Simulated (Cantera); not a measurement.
Input: 1 mol Ti(OiPr)4, 0.15 mol H2O, 20 mol H2, equilibrated at 3500 Pa.

Equilibrium computed with Cantera from the NASA thermochemical tables; the gas is ideal and each condensed phase is pure. Candidate condensed phases: C, C6H6, C7H8, C8H18, H2O, Ti, TiC, TiO, TiO2, Ti2O3, Ti3O5, Ti4O7; 113 gas species. The feed counts by its element totals alone. TiC: taken at fixed stoichiometry. Equilibrium is a limit: real reactors are often held back by kinetics, nucleation or transport.

Task: At 1825 K, list the 5 most abundant gas species with their mole fractions, and the condensed phases.

Result: H2 0.889, CO 0.108, H 0.00222, C2H2 (acetylene) 0.000191, CH4 1.96e-5. Condensed: C(graphite) + TiC(s).
